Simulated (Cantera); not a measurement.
An isothermal, constant-pressure homogeneous reactor starts with C3H8 : H2 = 1 : 3.4 (molar parts), at 1173 K and 20.0 Torr. Integrator tolerance rtol = 1e-08.

Cantera simulation using GRI-Mech 3.0 (53 species, 325 reactions); the numbers are that mechanism's predictions, not measurements. GRI-Mech 3.0 was tuned for natural gas; its chemistry of propane as a main component is partial and can be far from experiment. GRI-Mech 3.0 stops at C3 and has no aromatics, soot or wall deposition, so with more carbon than oxygen in the feed, carbon stays in small species such as C2H2 where larger ones or solid carbon would form. Radical loss at walls, strong at low pressure, is not modelled.

Task: What does this change do: pressure from 20.0 Torr to 4.50 Torr?

Result: 
| quantity | before | after |
|---|---|---|
| x(C3H8) at 4.00 s | 1.11e-6 (gas-phase equilibrium 9.17e-8) | 2.08e-6 (gas-phase equilibrium 3.69e-9) |
| x(H2) at 4.00 s | 0.646 (gas-phase equilibrium 0.589) | 0.643 (gas-phase equilibrium 0.716) |
| x(C2H6) at 4.00 s | 0.000513 (gas-phase equilibrium 9.16e-5) | 0.000191 (gas-phase equilibrium 1.15e-5) |
| x(C2H) at 4.00 s | 1.48e-11 (gas-phase equilibrium 1.25e-11) | 1.31e-11 (gas-phase equilibrium 3.99e-11) |
| x(C2H2) at 4.00 s | 0.0357 (gas-phase equilibrium 0.0949) | 0.0254 (gas-phase equilibrium 0.159) |
| x(H) at 4.00 s | 1.93e-6 (gas-phase equilibrium 5.58e-7) | 2.40e-6 (gas-phase equilibrium 1.30e-6) |
| x(C2H4) at 4.00 s | 0.145 (gas-phase equilibrium 0.0276) | 0.157 (gas-phase equilibrium 0.0127) |

Task: What does this change do: C3H8 1 to 2.3 parts?

Result: 
| quantity | before | after |
|---|---|---|
| x(C3H8) at 4.00 s | 1.11e-6 (gas-phase equilibrium 9.17e-8) | 1.87e-6 (gas-phase equilibrium 1.44e-7) |
| x(H2) at 4.00 s | 0.646 (gas-phase equilibrium 0.589) | 0.472 (gas-phase equilibrium 0.486) |
| x(C2H6) at 4.00 s | 0.000513 (gas-phase equilibrium 9.16e-5) | 0.000613 (gas-phase equilibrium 0.000116) |
| x(C2H) at 4.00 s | 1.48e-11 (gas-phase equilibrium 1.25e-11) | 1.88e-11 (gas-phase equilibrium 2.55e-11) |
| x(C2H2) at 4.00 s | 0.0357 (gas-phase equilibrium 0.0949) | 0.0541 (gas-phase equilibrium 0.176) |
| x(H) at 4.00 s | 1.93e-6 (gas-phase equilibrium 5.58e-7) | 1.18e-6 (gas-phase equilibrium 5.07e-7) |
| x(C2H4) at 4.00 s | 0.145 (gas-phase equilibrium 0.0276) | 0.225 (gas-phase equilibrium 0.0424) |
